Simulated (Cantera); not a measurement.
## Stirred combustor or abatement burner

A perfectly stirred reactor is fed with C3H8 : O2 : N2 = 1 : 3.85 : 22 (molar parts), equivalence ratio 1.3, at 760 Torr; it is adiabatic with a 400 K inlet, and is followed from long to short residence time, starting on the burning branch (τ in s: 0.091, 0.029, 0.0095, 0.0031, 0.00099, 0.00032, 0.0001, 3.3e-05, 1.1e-05).

Cantera simulation using GRI-Mech 3.0 (53 species, 325 reactions); the numbers are that mechanism's predictions, not measurements. GRI-Mech 3.0 was tuned for natural gas; its chemistry of propane as a main component is partial and can be far from experiment.

| τ (s) | T (K) | x C3H8 | x O2 | x CH2 | x CH3 | x O |
|---|---|---|---|---|---|---|
| 0.091 | 1794 | 1.19e-6 | 0.000175 | 7.04e-7 | 2.72e-5 | 6.48e-6 |
| 0.029 | 1787 | 2.53e-6 | 0.000340 | 1.46e-6 | 3.90e-5 | 1.81e-5 |
| 0.0095 | 1776 | 5.63e-6 | 0.000706 | 2.95e-6 | 6.31e-5 | 4.20e-5 |
| 0.0031 | 1759 | 1.39e-5 | 0.00160 | 6.06e-6 | 0.000116 | 8.51e-5 |
| 0.00099 | 1719 | 4.12e-5 | 0.00425 | 1.25e-5 | 0.000240 | 0.000159 |
| 0.00032 | 400 | 0.0372 | 0.143 | <1e-12 | <1e-12 | <1e-12 |
| 0.00010 | 400 | 0.0372 | 0.143 | <1e-12 | <1e-12 | <1e-12 |
| 3.3e-5 | 400 | 0.0372 | 0.143 | <1e-12 | <1e-12 | <1e-12 |
| 1.1e-5 | 400 | 0.0372 | 0.143 | <1e-12 | <1e-12 | <1e-12 |
x: mole fraction; the columns are a selection and need not sum to one.
